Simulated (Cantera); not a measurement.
A Cantera script and its output.

```python
import numpy as np
import cantera as ct

gas = ct.Solution("h2o2.yaml")
gas.TPX = 700, 500000, {'H2': 1, 'O2': 0.877, 'N2': 3.3, 'H2O': 0.76}
flame = ct.FreeFlame(gas, width=0.013)
flame.set_refine_criteria(ratio=3, slope=0.08, curve=0.16)
flame.transport_model = "mixture-averaged"
flame.solve(loglevel=0, auto=True)
z, T = flame.grid, flame.T
thick = (T[-1] - T[0]) / np.gradient(T, z).max()
show = ['H2', 'O2', 'H2O', 'H', 'OH', 'O']
print(f"laminar burning velocity  {flame.velocity[0] * 100:.3f} cm/s")
print(f"burnt temperature         {T[-1]:.1f} K")
print(f"thermal thickness         {thick * 1e3:.4f} mm")
print(f"grid points               {len(z)}")
z0 = z[flame.heat_release_rate.argmax()]
print(f"{'z/mm':>9s}{'T/K':>9s}{'u/(m/s)':>9s}" + "".join(f"{s:>11s}" for s in show))
rows = []
for k in (-3, -2, -1.5, -1, -0.5, -0.25, 0, 0.25, 0.5, 1, 2, 4, 8):
    zz = z0 + k * thick
    rows.append([k * thick, np.interp(zz, z, T), np.interp(zz, z, flame.velocity),
                 *(np.interp(zz, z, flame.X[gas.species_index(s)]) for s in show)])
    print(f"{rows[-1][0] * 1e3:9.3f}{rows[-1][1]:9.1f}{rows[-1][2]:9.3f}" + "".join(f"{x:11.3e}" for x in rows[-1][3:]))
```

Output:

```
laminar burning velocity  127.891 cm/s
burnt temperature         1844.2 K
thermal thickness         0.0886 mm
grid points               101
     z/mm      T/K  u/(m/s)         H2         O2        H2O          H         OH          O
   -0.266    701.1    1.272  1.622e-01  1.488e-01  1.292e-01  1.169e-13  1.724e-14  1.842e-13
   -0.177    705.1    1.267  1.529e-01  1.502e-01  1.313e-01  1.146e-12  8.451e-13  1.223e-11
   -0.133    714.3    1.270  1.420e-01  1.517e-01  1.344e-01  1.981e-11  3.239e-11  4.237e-10
   -0.089    751.0    1.309  1.208e-01  1.532e-01  1.432e-01  1.469e-09  2.535e-09  2.146e-08
   -0.044    942.0    1.596  8.044e-02  1.456e-01  1.770e-01  1.250e-05  1.352e-05  9.356e-06
   -0.022   1187.1    1.992  5.324e-02  1.289e-01  2.153e-01  2.788e-04  3.001e-04  1.692e-04
    0.000   1455.2    2.434  2.794e-02  1.052e-01  2.589e-01  1.135e-03  1.607e-03  8.387e-04
    0.022   1630.9    2.727  1.260e-02  8.770e-02  2.874e-01  1.396e-03  3.559e-03  1.338e-03
    0.044   1722.6    2.879  6.092e-03  7.984e-02  3.003e-01  9.667e-04  4.482e-03  1.242e-03
    0.089   1796.0    2.999  2.120e-03  7.563e-02  3.092e-01  3.162e-04  3.965e-03  6.740e-04
    0.177   1830.2    3.052  5.647e-04  7.477e-02  3.133e-01  5.043e-05  2.411e-03  2.111e-04
    0.354   1840.9    3.069  1.354e-04  7.482e-02  3.147e-01  7.006e-06  1.334e-03  6.055e-05
    0.709   1843.6    3.073  5.397e-05  7.490e-02  3.150e-01  2.095e-06  9.184e-04  2.815e-05
```

Detailed kinetics in Cantera: the H2/O2 subset of GRI-Mech 3.0, which has no nitrogen chemistry. The hydrogen kinetics of GRI-Mech 3.0 are dated; newer H2 mechanisms differ, most at raised pressure. Burning velocities carry a grid error of a few per cent, more on coarse grids. Lean hydrogen flames are cellular in practice and burn faster than this planar one.
